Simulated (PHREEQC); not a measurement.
A solution holds 0.034 mol NH3, 0.0019 mol K2SO4 and 0.00105 mol KH2PO4 per kg of water, at 45 °C. Closed to the air; pH follows from the charge balance.

The numbers come from PHREEQC with the ion-association model, phreeqc.dat.

Task: The ionic strength comes out as 0.00921 mol/kgw. What activity coefficients do NH4SO4-, HPO4-2, KSO4-, NH4+, OH- get?

Result: NH4SO4- 0.90, HPO4-2 0.67, KSO4- 0.91, NH4+ 0.90, OH- 0.90.

This is a speciation only: nothing precipitates in the calculation. Species that the database lacks are ignored. At this temperature some constants are extrapolated from 25 °C, and those without enthalpy data are left unchanged.
